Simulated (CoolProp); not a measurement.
Vapour-liquid equilibrium of propane (1) + isopentane (2) at 0.0732 MPa; x and y are mole fractions of (1).

The numbers come from the multi-fluid Helmholtz-energy mixture model, Lemmon 2009 and Lemmon 2006; pair parameters Kunz 2012 in CoolProp.

### Question
Give the bubble temperature and the first vapour's composition at x = 0.2, 0.8, 0.95. Is there an azeotrope?

### Answer
x = 0.2: 254.8 K, y = 0.832; x = 0.8: 228.4 K, y = 0.988; x = 0.95: 225.0 K, y = 0.997. No azeotrope shows between x = 0.05 and 0.95.

The pair parameters rest on a limited set of measurements; away from them the model extrapolates.
